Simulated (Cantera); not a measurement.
An isothermal, constant-pressure homogeneous reactor starts with 0.763 % CH4, 99.2 % N2, at 1550 K and 2400 Pa.

Cantera simulation using GRI-Mech 3.0 (53 species, 325 reactions); the numbers are that mechanism's predictions, not measurements. GRI-Mech 3.0 stops at C3 and has no aromatics, soot or wall deposition, so with more carbon than oxygen in the feed, carbon stays in small species such as C2H2 where larger ones or solid carbon would form. Radical loss at walls, strong at low pressure, is not modelled.

Task: Predict: x(CH4) at 8.00 s; x(C2H2) at 8.00 s; x(HCN) at 8.00 s; x(C2H6) at 8.00 s; x(H) at 8.00 s; x(CH2) at 8.00 s.

Result: 
```json
{
  "x(CH4) at 8.00 s": "0.00101 (gas-phase equilibrium 2.05e-7)",
  "x(C2H2) at 8.00 s": "0.00327 (gas-phase equilibrium 0.000197)",
  "x(HCN) at 8.00 s": "1.37e-6 (gas-phase equilibrium 0.00718)",
  "x(C2H6) at 8.00 s": "1.54e-7 (gas-phase equilibrium <1e-12)",
  "x(H) at 8.00 s": "1.35e-5 (gas-phase equilibrium 2.18e-5)",
  "x(CH2) at 8.00 s": "3.09e-8 (gas-phase equilibrium 1.35e-11)"
}
```
